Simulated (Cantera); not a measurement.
A perfectly stirred reactor is fed with NO : N₂ = 1 : 0.15 (molar parts), at 1.90 bar; it is held at 1723 K, and followed from long to short residence time.

Model: GRI-Mech 3.0 (53 species, 325 reactions), integrated in Cantera.

Q: What does this change do: N2 0.15 to 1.1 parts?

A: 
```csv
quantity,before,after
x(NO) at τ = 3.60 s,0.481,0.312
x(O₂) at τ = 3.60 s,0.193,0.0816
x(NO₂) at τ = 3.60 s,0.00189,0.000804
x(N₂) at τ = 3.60 s,0.324,0.606
x(N₂O) at τ = 3.60 s,9.32e-5,3.98e-5
x(NO) at τ = 0.170 s,0.819,0.460
x(O₂) at τ = 0.170 s,0.0241,0.00762
x(NO₂) at τ = 0.170 s,0.00128,0.000443
x(N₂) at τ = 0.170 s,0.155,0.532
x(N₂O) at τ = 0.170 s,0.000274,8.72e-5
```

Q: What does this change do: temperature 1723 to 1775 K?

A: 
```
quantity                 before     after
---------------------  --------  --------
x(NO) at τ = 3.60 s       0.481     0.398
x(O₂) at τ = 3.60 s       0.193     0.234
x(NO₂) at τ = 3.60 s    0.00189   0.00154
x(N₂) at τ = 3.60 s       0.324     0.366
x(N₂O) at τ = 3.60 s    9.32e-5   6.57e-5
x(NO) at τ = 0.170 s      0.819     0.792
x(O₂) at τ = 0.170 s     0.0241    0.0379
x(NO₂) at τ = 0.170 s   0.00128   0.00133
x(N₂) at τ = 0.170 s      0.155     0.169
x(N₂O) at τ = 0.170 s  0.000274  0.000265
```
